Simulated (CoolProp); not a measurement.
Vapour-liquid equilibrium of ethanol (1) + dimethyl carbonate (2) at 461.3 K; x and y are mole fractions of (1).

Computed with CoolProp (multi-fluid Helmholtz-energy mixture model, Schroeder 2014 and Zhou 2011; pair parameters Bell 2016).

| x | bubble pressure (kPa) | y at the bubble point | dew pressure at overall composition x (kPa) | liquid density (mol/L) |
|---|---|---|---|---|
| 0.05 | 1236 | 0.141 | 1136 | 9.142 |
| 0.15 | 1491 | 0.326 | 1247 | 9.316 |
| 0.25 | 1696 | 0.447 | 1377 | 9.513 |
| 0.35 | 1863 | 0.536 | 1529 | 9.739 |
| 0.45 | 1999 | 0.608 | 1702 | 10.00 |
| 0.55 | 2111 | 0.672 | 1890 | 10.31 |
| 0.65 | 2203 | 0.734 | 2074 | 10.68 |
| 0.75 | 2276 | 0.798 | 2224 | 11.13 |
| 0.85 | 2328 | 0.868 | 2317 | 11.65 |
| 0.95 | 2352 | 0.951 | 2352 | 12.27 |

No azeotrope shows between x = 0.05 and 0.95.

Pair parameters are fitted to limited data, so mixtures are less certain than the pure fluids.
